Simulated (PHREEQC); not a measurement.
LiOH is added in steps, without added water, to 1 kg of water holding 0.21 mol Na2SO4, 0.012 mol H3BO3 and 0.0022 mol KBr, at 25 °C. The system is closed to CO2. Only these solids could form: Arcanite, Glaserite, Mirabilite, Misenite, Thenardite, Borax, Boric_acid,s, KB5O8:4H2O, K2B4O7:4H2O, NaBO2:4H2O, NaB5O8:5H2O.

Base run: PHREEQC, Pitzer model, pitzer.dat. Each further column changes one thing. The table gives B(OH)3 (mol/kgw).

| LiOH added (mol) | base | KBr from 0.0022 to 0.022 mol/kgw | Na2SO4 left out | 0.002 mol/kgw H4SiO4 added | no solid may form |
|---|---|---|---|---|---|
| 0 | 0.0120 | 0.0120 | 0.0120 | 0.0120 | 0.0120 |
| 0.001875 | 0.0101 | 0.0101 | 0.0101 | 0.0102 | 0.0101 |
| 0.004687 | 0.00729 | 0.00729 | 0.00730 | 0.00757 | 0.00729 |
| 0.006562 | 0.00543 | 0.00543 | 0.00544 | ? | 0.00543 |
| 0.009375 | 0.00267 | 0.00267 | 0.00268 | 0.00346 | 0.00267 |
| 0.01125 | 0.000938 | 0.000939 | ? | 0.00199 | 0.000938 |
| 0.01406 | 8.89e-5 | 8.92e-5 | 9.64e-5 | 0.000335 | 8.89e-5 |
| 0.01594 | 4.82e-5 | 4.83e-5 | 5.23e-5 | ? | 4.82e-5 |
| 0.01875 | 2.84e-5 | 2.84e-5 | 3.08e-5 | 4.16e-5 | 2.84e-5 |
| 0.02063 | 2.22e-5 | 2.23e-5 | 2.42e-5 | 3.00e-5 | 2.22e-5 |
| 0.02344 | 1.68e-5 | 1.68e-5 | 1.82e-5 | 2.11e-5 | 1.68e-5 |
| 0.02531 | 1.44e-5 | 1.45e-5 | 1.57e-5 | ? | 1.44e-5 |
| 0.02813 | 1.19e-5 | 1.20e-5 | 1.29e-5 | ? | 1.19e-5 |
| 0.03 | 1.07e-5 | 1.07e-5 | 1.16e-5 | ? | 1.07e-5 |

### Question
Complete the blanks.

### Answer

- 0.006562, 0.002 mol/kgw H4SiO4 added: 0.00587
- 0.01125, Na2SO4 left out: 0.000952
- 0.01594, 0.002 mol/kgw H4SiO4 added: 9.56e-5
- 0.02531, 0.002 mol/kgw H4SiO4 added: 1.76e-5
- 0.02813, 0.002 mol/kgw H4SiO4 added: 1.41e-5
- 0.03, 0.002 mol/kgw H4SiO4 added: 1.24e-5

 Solids allowed in the column 'Na2SO4 left out': Boric_acid,s, KB5O8:4H2O, K2B4O7:4H2O. Solids allowed in the column '0.002 mol/kgw H4SiO4 added': Arcanite, Glaserite, Mirabilite, Misenite, SiO2(a), Thenardite, Borax, Boric_acid,s, KB5O8:4H2O, K2B4O7:4H2O, NaBO2:4H2O, NaB5O8:5H2O.
